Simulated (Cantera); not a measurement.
Input (Python, Cantera) and output of one run.

```python
import numpy as np
import cantera as ct

gas_names = """
    CL CL2 H HCL H2 N NH NH2 NH3 N2 N2H2 N2H4 Si SiCL SiCL2 SiCL3 SiCL4 SiH SiHCL3 SiH2 SiH2CL2 SiH3
    SiH3CL SiH4 SiN Si2 Si2N Si3
""".split()
cond_names = """
    NH4CL(a) NH4CL(b) Si(cr) Si(L) Si3N4(a)
""".split()


# ... load() reads the species with a 1 bar reference pressure and builds the phases ...
atoms = {
    'SiHCl3': {'Si': 1, 'H': 1, 'CL': 3},
    'N2': {'N': 2},
}
top_T = {'Si3N4(a)': 2400}  # K; cautious upper limits of use, not melting points


# ... equilibrate(T, P, feed) seeds the gas with the atoms and calls Mixture.equilibrate('TP', solver="vcs", rtol=1e-11, max_steps=5000) ...
results = []
feed = {'SiHCl3': 1, 'N2': 1.8}  # mol
T = 973  # K
P = 133.322  # Pa
mix = equilibrate(T, P, feed)
results.append((T, P, feed, dict(zip(mix.species_names, mix.species_moles))))
x = sorted(zip(gas.X, gas.species_names), reverse=True)
print(f"T = {T:g} K  P = {P:g} Pa  gas = {mix.phase_moles(0):.4g} mol")
print("   x: " + "  ".join(f"{s} {v:.3e}" for v, s in x if v > 0.001))
print("   condensed (mol): " + ("  ".join(f"{mix.phase(i).name} {mix.phase_moles(i):.4g}"
      for i in range(1, mix.n_phases) if mix.phase_moles(i) > 1e-12) or "none"))
```

Output:

```
T = 973 K  P = 133.322 Pa  gas = 2.948 mol
   x: N2 5.103e-01  HCL 2.626e-01  SiCL4 1.884e-01  H2 3.823e-02
   condensed (mol): Si3N4(a) 0.1477
```

Method: chemical equilibrium by Gibbs-energy minimisation in Cantera with the NASA 1993 tables (ideal gas, pure condensed phases). N2 is the only nitrogen source here; it is nearly inert below about 1500 K, so the nitride shown seldom forms there in practice. The tables' values for SiCl3 are old estimates; treat these amounts as uncertain.
